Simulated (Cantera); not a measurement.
A closed system holds: 1 mol (CH3)2SiCl2, a varied amount of CH4, 250 mol H2, equilibrated at 1.43 Torr.

Method: chemical equilibrium by Gibbs-energy minimisation in Cantera with the NASA 1993 tables (ideal gas, pure condensed phases). Candidate condensed phases: C, C6H6, C7H8, C8H18, Si, SiC; 109 gas species. The feed counts by its element totals alone. The tables' values for SiCl3 are old estimates. Equilibrium is a limit: real reactors are often held back by kinetics, nucleation or transport.

What condenses at these points (T in K, n(CH4) in mol): (2273, 2.4); (2248, 0.84); (2423, 0.18); (2373, 0.84); (2323, 0.062)?


```
T (K)  n(CH4) in mol  condensed phases  Si condensed (%)
-----  -------------  ----------------  ----------------
2273             2.4                 C               0.0
2248            0.84                 C               0.0
2423            0.18          gas only               0.0
2373            0.84          gas only               0.0
2323           0.062          gas only               0.0
```
